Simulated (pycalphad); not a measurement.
## Effect of Cu content in Si-Cu

CALPHAD calculation (pycalphad, COST 507 light-alloy database (1999)), 1 atm. The database dates from 1999; later assessments differ in places, in temperatures and in the compounds included. Amounts are mole fractions of atoms. Kinetics are ignored, which matters at the lower temperatures.

Task: One of these alloys has its liquidus at 1364 °C, its solidus at 801 °C, and holds diamond (Si) 0.88, CU19SI6_ETA 0.12 at 227 °C. Which?
A. Si-2.3Cu (at.%)
B. Si-6.9Cu (at.%)
C. Si-9.2Cu (at.%)
D. Si-0.57Cu (at.%)
E. Si-3.45Cu (at.%)

Result: C, Si-9.2Cu (at.%). The others: Si-0.57Cu (at.%), liquidus 1411, solidus 801; Si-2.3Cu (at.%), liquidus 1403, solidus 801; Si-3.45Cu (at.%), liquidus 1397, solidus 801; Si-6.9Cu (at.%), liquidus 1377, solidus 801

Database names, with the compositions (at.%) that they take in these runs: CU19SI6_ETA: Cu 76 Si 24.
